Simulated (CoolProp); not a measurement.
A simple Rankine cycle with benzene: condensing at 320.15 K, boiler at 1.56 MPa, turbine inlet 619 K, turbine efficiency 0.75, pump efficiency 0.6, no recuperator. Each further row changes one setting.

The numbers come from the reference Helmholtz-energy equation of state, Thol 2012 in CoolProp.

```csv
case,thermal efficiency (%),net work (kJ/kg),heat in (kJ/kg),turbine exit temperature (K),volume ratio over the turbine
as stated,18.4,(withheld),895,525.2,44.6
condensing temperature 312.15 K,19.4,(withheld),(withheld),518.4,60.7
boiler pressure 1.09 MPa,16.9,(withheld),(withheld),535.1,30.9
turbine efficiency 0.65,15.9,(withheld),895,537.1,(withheld)
```

Complete the blanks.


- as stated, net work (kJ/kg): 164
- condensing temperature 312.15 K, net work (kJ/kg): 177
- condensing temperature 312.15 K, heat in (kJ/kg): 909
- boiler pressure 1.09 MPa, net work (kJ/kg): 153
- boiler pressure 1.09 MPa, heat in (kJ/kg): 902
- turbine efficiency 0.65, net work (kJ/kg): 142
- turbine efficiency 0.65, volume ratio over the turbine: 45.6
